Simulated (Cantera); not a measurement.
An adiabatic, constant-volume homogeneous reactor starts with CH₄ : H₂ : O₂ : N₂ = 1 : 0.61 : 0.922 : 6.92 (molar parts), equivalence ratio 2.5, at 1675 K and 1.00 atm. Integrator tolerance rtol = 1e-08.

Cantera simulation using GRI-Mech 3.0 (53 species, 325 reactions); the numbers are that mechanism's predictions, not measurements.

Q: What does this change do: initial temperature 1675 to 1200 K?

A: 
| quantity | before | after |
|---|---|---|
| time of steepest temperature rise | 0.180 ms | 6.01 ms |
| temperature at 8.00 s | 2458 K | 2045 K |
| equilibrium temperature | 2458 K | 2045 K |
| x(CH₄) at 8.00 s | 6.30e-11 (gas-phase equilibrium 7.08e-11) | 7.49e-10 (gas-phase equilibrium 8.74e-10) |
| x(H₂) at 8.00 s | 0.170 (gas-phase equilibrium 0.170) | 0.175 (gas-phase equilibrium 0.175) |
| x(O₂) at 8.00 s | 2.62e-6 (gas-phase equilibrium 2.62e-6) | 1.46e-8 (gas-phase equilibrium 1.46e-8) |
| x(H₂O) at 8.00 s | 0.0730 (gas-phase equilibrium 0.0730) | 0.0725 (gas-phase equilibrium 0.0725) |
| x(HO₂) at 8.00 s | 2.60e-9 (gas-phase equilibrium 2.60e-9) | 1.45e-11 (gas-phase equilibrium 1.45e-11) |
| x(N₂O) at 8.00 s | 4.49e-9 (gas-phase equilibrium 4.49e-9) | 1.48e-10 (gas-phase equilibrium 1.48e-10) |
| x(CH₃) at 8.00 s | 4.49e-11 (gas-phase equilibrium 5.04e-11) | 5.58e-11 (gas-phase equilibrium 6.51e-11) |

Q: What does this change do: initial temperature 1675 to 1198 K?

A: 
```tsv
quantity	before	after
time of steepest temperature rise	0.180 ms	6.12 ms
temperature at 8.00 s	2458 K	2043 K
equilibrium temperature	2458 K	2043 K
x(CH₄) at 8.00 s	6.30e-11 (gas-phase equilibrium 7.08e-11)	7.59e-10 (gas-phase equilibrium 8.86e-10)
x(H₂) at 8.00 s	0.170 (gas-phase equilibrium 0.170)	0.175 (gas-phase equilibrium 0.175)
x(O₂) at 8.00 s	2.62e-6 (gas-phase equilibrium 2.62e-6)	1.42e-8 (gas-phase equilibrium 1.42e-8)
x(H₂O) at 8.00 s	0.0730 (gas-phase equilibrium 0.0730)	0.0725 (gas-phase equilibrium 0.0725)
x(HO₂) at 8.00 s	2.60e-9 (gas-phase equilibrium 2.60e-9)	1.41e-11 (gas-phase equilibrium 1.41e-11)
x(N₂O) at 8.00 s	4.49e-9 (gas-phase equilibrium 4.49e-9)	1.46e-10 (gas-phase equilibrium 1.46e-10)
x(CH₃) at 8.00 s	4.49e-11 (gas-phase equilibrium 5.04e-11)	5.59e-11 (gas-phase equilibrium 6.52e-11)
```
